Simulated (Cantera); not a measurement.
An isothermal, constant-pressure homogeneous reactor starts with H2 : O2 : N2 = 0.45 : 1 : 0.74 (molar parts), at 1050 K and 0.132 atm.

Cantera simulation using the H2/O2 subset of GRI-Mech 3.0, which has no nitrogen chemistry; the numbers are that mechanism's predictions, not measurements. The temperature is held fixed by assumption; the heat of reaction is taken as removed at once.

One state of this run: x H2 = 1.20e-9; x O2 = 0.394; x OH = 1.74e-6; x H2O2 = 1.05e-9; x O = 4.75e-9. x: mole fraction; the columns are a selection and need not sum to one.

Problem. Which value of t (s) does it belong to?
A. 0.189
B. 0.00139
C. 5.00
D. 0.973

Solution. C, 5.00
